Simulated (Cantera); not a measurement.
SiO2 + C + N2 (carbothermic reduction)

Charge: 1 mol SiO2, 2.4 mol C, 0.39 mol N2, at 16.0 Pa.

Equilibrium computed with Cantera from the NASA thermochemical tables; the gas is ideal and each condensed phase is pure. Candidate condensed phases: C, Si, SiC, SiO2, Si2N2O, Si3N4; 34 gas species. N2 is the only nitrogen source here; it is nearly inert below about 1500 K, so the nitride shown seldom forms there in practice. Mutual solubility and eutectic melting of coexisting phases are not modelled. The tables' values for SiN are old estimates; treat these amounts as uncertain. The tables hold silica as quartz up to 1696 K and as liquid above; real silica turns to tridymite and cristobalite and melts near 1996 K. Equilibrium is a limit: real reactors are often held back by kinetics, nucleation or transport.

From 873 K to 1173 K the condensed part is C(graphite) + SiO2(β-quartz) + Si2N2O(s). At 1323 K the condensed part is C(graphite) + SiC(s) + Si2N2O(s). At 1473 K the condensed part is SiC(s) + Si2N2O(s). From 1623 K to 2073 K the condensed part is SiC(s). At 2223 K the condensed part is C(graphite).

| T (K) | x N2 | x CO | x Si | x SiO | x SiC2 | x Si2C | n C(graphite) | n SiO2(β-quartz) | n Si2N2O(s) | n SiC(s) |
|---|---|---|---|---|---|---|---|---|---|---|
| 873 | 0.994 | 0.00567 | <1e-12 | <1e-12 | <1e-12 | <1e-12 | 2.40 | 0.999 | 0.000740 | 0 |
| 1023 | 0.807 | 0.193 | <1e-12 | 1.66e-9 | <1e-12 | <1e-12 | 2.31 | 0.942 | 0.0289 | 0 |
| 1173 | 0.0338 | 0.966 | <1e-12 | 1.00e-5 | <1e-12 | <1e-12 | 1.34 | 0.294 | 0.353 | 0 |
| 1323 | 0.0896 | 0.910 | 1.85e-9 | 0.000768 | <1e-12 | <1e-12 | 0.0457 | 0 | 0.214 | 0.570 |
| 1473 | 0.135 | 0.791 | 1.64e-6 | 0.0738 | 4.23e-11 | 2.01e-9 | 0 | 0 | 0.0914 | 0.654 |
| 1623 | 0.163 | 0.711 | 8.31e-5 | 0.125 | 6.84e-9 | 3.08e-7 | 0 | 0 | 0 | 0.700 |
| 1773 | 0.163 | 0.711 | 0.00165 | 0.124 | 6.02e-7 | 1.52e-5 | 0 | 0 | 0 | 0.698 |
| 1923 | 0.160 | 0.707 | 0.0196 | 0.113 | 2.71e-5 | 0.000383 | 0 | 0 | 0 | 0.674 |
| 2073 | 0.143 | 0.685 | 0.115 | 0.0508 | 0.000979 | 0.00425 | 0 | 0 | 0 | 0.521 |
| 2223 | 0.117 | 0.594 | 0.244 | 0.00650 | 0.0256 | 0.0115 | 0.212 | 0 | 0 | 0 |
x: gas mole fraction; n: condensed amount in mol.
